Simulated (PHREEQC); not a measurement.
3 g of hydrous ferric oxide (600 m²/g; 0.2 weak and 0.005 strong sites per Fe, Dzombak-Morel constants, diffuse double layer) in 1 kg of water with 0.005 mol/kgw of an inert sodium salt and 0.39 mmol/kgw Na2SO4 and 2 mmol/kgw H3BO3, at 25 °C; the pH is set by adding NaOH or the inert anion's acid. O2 is buffered at 0.21 atm. CO2 from the air is kept out. No solid was allowed to form.

Base run: PHREEQC, ion-association model, wateq4f.dat. Each further column changes one thing. The table gives B sorbed (%).

```tsv
pH	base	no electrostatic term (-no_edl)	background salt from 0.005 to 0.0005 mol/kgw	oxide from 3 to 15 g/kgw
3	0.3	0.0	0.5	1.0
3.5	0.6	0.0	0.9	2.3
4.5	1.3	0.0	1.6	6.4
5	1.6	0.0	1.7	7.9
5.5	1.7	0.0	1.8	8.8
6.5	1.9	0.4	1.9	9.4
7	2.0	0.9	2.0	9.5
7.5	2.0	1.6	2.0	9.5
8.5	1.8	1.6	1.8	8.2
9	1.3	0.8	1.3	6.2
9.5	0.7	0.2	0.7	3.4
10.5	0.1	0.0	0.1	0.5
11	0.0	0.0	0.0	0.1
```

The oxide is taken as insoluble; below pH 4 it would dissolve.
